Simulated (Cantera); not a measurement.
A closed system holds: 1 mol AlCl₃, 0.83 mol H₂O, 14 mol H₂, equilibrated at 1330 Pa.

Method: chemical equilibrium by Gibbs-energy minimisation in Cantera with the NASA 1993 tables (ideal gas, pure condensed phases). Candidate condensed phases: Al, AlCl₃, Al₂O₃, H₂O; 29 gas species. The tables' values for AlCl₂, AlOH are old estimates; treat these amounts as uncertain. Kinetics and transport are ignored.

log p: log10 of the partial pressure in bar; n: condensed amount in mol.

| T (K) | log p H₂ | log p HCl | log p H | log p AlCl | log p H₂O | log p Cl | log p AlCl₃ | n Al₂O₃(s) |
|---|---|---|---|---|---|---|---|---|
| 1698 | -1.95 | -2.73 | -4.82 | -3.66 | -6.09 | -5.71 | -4.09 | 0.276 |
| 1748 | -1.96 | -2.72 | … | -3.60 | … | … | … | 0.276 |
| 1798 | -1.96 | -2.71 | -4.43 | -3.56 | -5.61 | -5.30 | -4.51 | 0.276 |
| 1848 | -1.96 | -2.71 | -4.26 | -3.53 | -5.37 | -5.12 | -4.72 | 0.275 |
| 1898 | -1.96 | -2.70 | -4.09 | -3.50 | -5.15 | -4.95 | -4.94 | 0.274 |
| 1948 | -1.96 | -2.70 | -3.93 | -3.49 | -4.93 | -4.79 | -5.16 | 0.272 |
| 1998 | -1.97 | -2.70 | … | -3.47 | … | … | … | 0.269 |
| 2048 | -1.97 | -2.71 | -3.64 | -3.46 | -4.54 | -4.50 | -5.57 | 0.264 |
| 2098 | -1.97 | -2.71 | -3.50 | -3.44 | -4.37 | -4.37 | -5.76 | 0.257 |
| 2148 | -1.98 | -2.72 | -3.37 | -3.43 | -4.20 | -4.25 | -5.95 | 0.248 |
| 2198 | -1.99 | -2.73 | -3.25 | -3.41 | -4.05 | -4.13 | -6.12 | 0.236 |
| 2248 | -1.99 | -2.75 | -3.13 | -3.39 | -3.91 | -4.02 | -6.30 | 0.220 |

Q: Fill in the missing entries.

A: 
- 1998, log p H: -3.78
- 1998, log p H₂O: -4.73
- 1998, log p Cl: -4.64
- 1998, log p AlCl₃: -5.36
- 1748, log p H: -4.62
- 1748, log p H₂O: -5.85
- 1748, log p Cl: -5.50
- 1748, log p AlCl₃: -4.29
